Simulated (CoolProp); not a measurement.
Vapour-liquid equilibrium of CH2F2 (R32) (1) + R123 (2) at 0.607 MPa; x and y are mole fractions of (1).

The numbers come from the multi-fluid Helmholtz-energy mixture model, Tillner-Roth 1997 and Younglove 1994; pair parameters Bell 2016 in CoolProp.

```json
[
 {"x": "0.05", "bubble temperature, mixture model (°C)": "72.1", "bubble temperature, Raoult's law (°C)": "70.3", "y, mixture model": "0.336", "y, Raoult's law": "0.404"},
 {"x": "0.2", "bubble temperature, mixture model (°C)": "36.8", "bubble temperature, Raoult's law (°C)": "39.2", "y, mixture model": "…", "y, Raoult's law": "0.801"},
 {"x": "0.35", "bubble temperature, mixture model (°C)": "18.7", "bubble temperature, Raoult's law (°C)": "22.5", "y, mixture model": "0.901", "y, Raoult's law": "0.911"},
 {"x": "0.5", "bubble temperature, mixture model (°C)": "…", "bubble temperature, Raoult's law (°C)": "11.6", "y, mixture model": "0.943", "y, Raoult's law": "0.956"},
 {"x": "0.65", "bubble temperature, mixture model (°C)": "2.3", "bubble temperature, Raoult's law (°C)": "3.7", "y, mixture model": "…", "y, Raoult's law": "0.978"},
 {"x": "0.8", "bubble temperature, mixture model (°C)": "-2.7", "bubble temperature, Raoult's law (°C)": "-2.4", "y, mixture model": "0.981", "y, Raoult's law": "0.990"},
 {"x": "0.95", "bubble temperature, mixture model (°C)": "…", "bubble temperature, Raoult's law (°C)": "-7.4", "y, mixture model": "0.995", "y, Raoult's law": "0.998"}
]
```

Problem. Fill in the missing entries.

Solution. 
- 0.2, y, mixture model: 0.784
- 0.5, bubble temperature, mixture model (°C): 8.7
- 0.65, y, mixture model: 0.965
- 0.95, bubble temperature, mixture model (°C): -7.3

The largest gap from Raoult's law is -3.8 K in bubble temperature, at x = 0.35. No azeotrope shows between x = 0.05 and 0.95.

The pair parameters rest on a limited set of measurements; away from them the model extrapolates. The gap from Raoult's law changes sign with composition, which may be real or a fault of the pair parameters; it wasn't checked against measurements.
